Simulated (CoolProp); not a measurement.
Saturation properties of the fluoroketone C6F12O (FK-5-1-12) (Tc = 441.8 K, pc = 1.869 MPa, ω = 0.471).

Model: reference Helmholtz-energy equation of state, McLinden 2015, in CoolProp.

```
T (K)   p (MPa)  vapour density (kg/m³)
-----  --------  ----------------------
235    0.001095                     [?]
237.8  0.001355                  0.2171
240.6  0.001666                  0.2639
243.5  0.002049                  0.3211
246.3  0.002489                  0.3857
249.1       [?]                  0.4610
252    0.003635                  0.5514
254.8  0.004344                  0.6522
257.7       [?]                     [?]
260.5       [?]                  0.9050
263.3  0.007245                     [?]
266.2       [?]                     [?]
269    0.009978                   1.427
```

### Question
Complete the blanks.

### Answer

- 235, vapour density (kg/m³): 0.1776
- 249.1, p (MPa): 0.003006
- 257.7, p (MPa): 0.005197
- 257.7, vapour density (kg/m³): 0.7723
- 260.5, p (MPa): 0.006150
- 263.3, vapour density (kg/m³): 1.056
- 266.2, p (MPa): 0.008545
- 266.2, vapour density (kg/m³): 1.233

It boils at 322.2 K under 1 atm.
